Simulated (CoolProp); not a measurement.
Properties of toluene at several states (Tc = 591.7 K, pc = 4.126 MPa, ω = 0.266).

The numbers come from the reference Helmholtz-energy equation of state, Lemmon 2006 in CoolProp. It is a short technical equation, of lower accuracy than the large ones.

| T (K) | p (MPa) | phase | isothermal compressibility (1/MPa) | viscosity (µPa s) | Prandtl number |
|---|---|---|---|---|---|
| 458.6 | 7.36 | liquid | 0.003145 | 165 | 3.93 |
| 200.9 | 0.0137 | liquid | 0.0004801 | 4400 | 42.0 |
| 242.6 | 0.0388 | liquid | 0.0006300 | 1300 | 13.9 |
| 471.1 | 0.034 | gas | 29.60 | 10.8 | 0.718 |
| 252.7 | 0.0371 | liquid | 0.0006737 | 1070 | 11.8 |
| 514.3 | 0.381 | gas | 2.789 | 11.8 | 0.733 |

Viscosity comes from a separate model (Avgeri 2015). Thermal conductivity comes from a separate model (Assael 2012).
